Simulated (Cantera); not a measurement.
**Equilibrium for nitride etching: BN + HCl + H2O**

A closed system holds: 1 mol BN, 5.8 mol HCl, 6.6 mol H2O, held at 0.00133 bar.

Cantera equilibrium calculation (NASA polynomials, part measured and part estimated; ideal gas, pure solids and liquids). Candidate condensed phases: B, BN, B2O3, B3O3H3, H2O, NH4Cl; 49 gas species. The tables' values for BOCl are old estimates; treat these amounts as uncertain. Gases not in the tables: H3BO3. Rates play no part.

```json
[
 {"T (K)": "923", "x HCl": "0.450", "x H2O": "0.395", "x H2": "0.116", "x HBO2": "7.80e-5", "x N2": "0.0388", "x Cl": "8.52e-9", "x H": "2.28e-9", "n B2O3(l)": "0.492"},
 {"T (K)": "1023", "x HCl": "0.450", "x H2O": "0.395", "x H2": "0.116", "x HBO2": "0.000722", "x N2": "0.0388", "x Cl": "1.38e-7", "x H": "3.87e-8", "n B2O3(l)": "0.491"},
 {"T (K)": "1123", "x HCl": "0.449", "x H2O": "0.392", "x H2": "0.116", "x HBO2": "0.00440", "x N2": "0.0387", "x Cl": "1.37e-6", "x H": "3.97e-7", "n B2O3(l)": "0.469"},
 {"T (K)": "1223", "x HCl": "0.445", "x H2O": "0.382", "x H2": "0.115", "x HBO2": "0.0194", "x N2": "0.0384", "x Cl": "9.31e-6", "x H": "2.79e-6", "n B2O3(l)": "0.372"},
 {"T (K)": "1323", "x HCl": "0.435", "x H2O": "0.350", "x H2": "0.112", "x HBO2": "0.0654", "x N2": "0.0375", "x Cl": "4.72e-5", "x H": "1.46e-5", "n B2O3(l)": "0.0592"},
 {"T (K)": "1423", "x HCl": "0.433", "x H2O": "0.344", "x H2": "0.112", "x HBO2": "0.0736", "x N2": "0.0373", "x Cl": "0.000193", "x H": "6.09e-5", "n B2O3(l)": "0"},
 {"T (K)": "1523", "x HCl": "0.432", "x H2O": "0.344", "x H2": "0.112", "x HBO2": "0.0733", "x N2": "0.0373", "x Cl": "0.000655", "x H": "0.000212", "n B2O3(l)": "0"},
 {"T (K)": "1623", "x HCl": "0.430", "x H2O": "0.344", "x H2": "0.112", "x HBO2": "0.0728", "x N2": "0.0373", "x Cl": "0.00191", "x H": "0.000635", "n B2O3(l)": "0"},
 {"T (K)": "1723", "x HCl": "0.426", "x H2O": "0.343", "x H2": "0.113", "x HBO2": "0.0721", "x N2": "0.0372", "x Cl": "0.00490", "x H": "0.00168", "n B2O3(l)": "0"},
 {"T (K)": "1823", "x HCl": "0.418", "x H2O": "0.341", "x H2": "0.115", "x HBO2": "0.0712", "x N2": "0.0370", "x Cl": "0.0111", "x H": "0.00403", "n B2O3(l)": "0"}
]
```
x: gas mole fraction; n: condensed amount in mol.

From 923 K to 1323 K the condensed part is B2O3(l). From 1423 K to 1823 K nothing is condensed.
